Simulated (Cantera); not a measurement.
Mixture: CH₄ : O₂ : N₂ : H₂O = 1 : 2.86 : 10.7 : 0.86 (molar parts), at 4.74 atm, adiabatic and at constant volume. Ignition delay is the time to a rise of 400 K.

Computed with Cantera and GRI-Mech 3.0 (53 species, 325 reactions).

Q: Predict: delay at 1300 K; delay at 1500 K; delay at 1700 K; delay at 1900 K; delay at 2100 K; apparent activation energy between 1900 and 2100 K.

A: 
```json
{
 "delay at 1300 K": "2.64 ms",
 "delay at 1500 K": "0.316 ms",
 "delay at 1700 K": "54.3 µs",
 "delay at 1900 K": "13.9 µs",
 "delay at 2100 K": "4.96 µs",
 "apparent activation energy between 1900 and 2100 K": "170 kJ/mol"
}
```
